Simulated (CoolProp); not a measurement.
CH3F (R41) along the isobar 14.2 MPa: density (kg/m³) from the reference equation and from simpler models built on Tc = 44.1 °C, pc = 5.906 MPa, ω = 0.200; each cubic takes its own stable root.

Values from CoolProp's reference Helmholtz-energy equation of state, Lemmon 2006. It is a short technical equation, of lower accuracy than the large ones.

```
T (°C)          phase  reference  van der Waals  Redlich-Kwong  Soave-Redlich-Kwong  Peng-Robinson
------  -------------  ---------  -------------  -------------  -------------------  -------------
35.95          liquid      626.1          379.9          480.5                483.8          540.3
43.75          liquid      599.1          370.4          459.9                460.0          511.9
51.65   supercritical      569.3          360.3          438.0                434.4          481.3
59.45   supercritical      537.1          349.9          415.5                407.6          449.3
67.25   supercritical      501.5          339.0          392.1                379.5          415.9
75.15   supercritical      461.9          327.6          367.7                350.3          381.4
82.95   supercritical      420.1          315.7          343.4                321.8          348.1
90.75   supercritical      377.8          303.4          319.4                294.9          317.2
98.65   supercritical      337.9          290.6          296.1                270.2          289.4
106.45  supercritical      304.0          277.6          275.0                249.1          265.8
114.25  supercritical      276.1          264.5          256.0                231.2          246.0
122.15  supercritical      253.1          251.5          239.1                215.8          229.1
129.95  supercritical      234.7          239.0          224.6                202.9          215.0
137.75  supercritical      219.4          227.1          212.0                191.9          202.9
145.65  supercritical      206.4          215.9          200.8                182.2          192.3
```
